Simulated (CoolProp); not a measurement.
Saturation properties of CH3F (R41).

The numbers come from the reference Helmholtz-energy equation of state, Lemmon 2006 in CoolProp. It is a short technical equation, of lower accuracy than the large ones.

```
T (°C)  p (MPa)  vapour density (kg/m³)  liquid cp (kJ/(kg K))  surface tension (mN/m)
------  -------  ----------------------  ---------------------  ----------------------
-35.85   0.6684                   13.37                  2.220                    9.12
-33.05   0.7382                   14.74                  2.238                    8.72
-30.25   0.8133                   16.23                  2.258                    8.33
-27.45   0.8940                   17.84                  2.279                    7.94
-24.65   0.9805                   19.58                  2.302                    7.56
-21.85    1.073                   21.46                  2.327                    7.18
-19.05    1.172                   23.50                  2.355                    6.80
-16.25    1.278                   25.70                  2.385                    6.43
-13.45    1.391                   28.08                  2.418                    6.06
-10.65    1.511                   30.65                  2.454                    5.70
-7.95     1.634                   33.34                  2.492                    5.35
-5.15     1.770                   36.35                  2.536                    5.00
-2.35     1.913                   39.62                  2.585                    4.65
```

It boils at -78.4 °C under 1 atm.

Surface tension comes from a separate correlation (Mulero 2012).
